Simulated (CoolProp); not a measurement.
Saturation properties of methane.

Values from CoolProp's reference Helmholtz-energy equation of state, Setzmann 1991.

| T (K) | p (MPa) | liquid density (kg/m³) | vapour density (kg/m³) | enthalpy of vaporisation (kJ/kg) | liquid viscosity (µPa s) | liquid conductivity (mW/(m K)) |
|---|---|---|---|---|---|---|
| 124.7 | 0.2636 | 402.6 | 4.386 | 484.5 | 89.6 | 165 |
| 129 | 0.3458 | 395.7 | 5.651 | 474.5 | 82.7 | 159 |
| 133.2 | 0.4430 | 388.7 | … | 464.0 | 76.7 | 153 |
| 137.5 | 0.5621 | 381.3 | 8.946 | 452.3 | 71.1 | 147 |
| 141.7 | 0.6994 | 373.8 | 11.04 | … | 66.1 | 141 |
| 145.9 | 0.8596 | 365.9 | 13.51 | 426.7 | 61.5 | 135 |
| 150.2 | 1.049 | 357.5 | 16.48 | 411.9 | 57.2 | 129 |
| 154.4 | 1.262 | 348.8 | 19.89 | … | 53.1 | 123 |
| 158.7 | … | 339.3 | 24.00 | 378.1 | 49.2 | 117 |
| 162.9 | 1.785 | 329.4 | 28.75 | 358.7 | 45.6 | 111 |
| 167.2 | 2.102 | … | 34.55 | 336.4 | 41.9 | … |
| 171.4 | 2.448 | 306.4 | 41.41 | 311.7 | 38.4 | 98.5 |
| 175.6 | 2.834 | 292.9 | 49.89 | 283.1 | 34.9 | 92.3 |
| 179.9 | 3.274 | 276.6 | 61.07 | 247.8 | 31.2 | … |

Q: Some entries are withheld; supply them.

A: 
- 133.2, vapour density (kg/m³): 7.135
- 141.7, enthalpy of vaporisation (kJ/kg): 440.1
- 154.4, enthalpy of vaporisation (kJ/kg): 396.0
- 158.7, p (MPa): 1.511
- 167.2, liquid density (kg/m³): 318.3
- 167.2, liquid conductivity (mW/(m K)): 105
- 179.9, liquid conductivity (mW/(m K)): 85.8

It boils at 111.7 K under 1 atm.

Viscosity comes from a separate model (Quiñones-Cisneros 2006). Thermal conductivity comes from a separate model (Friend 1989).
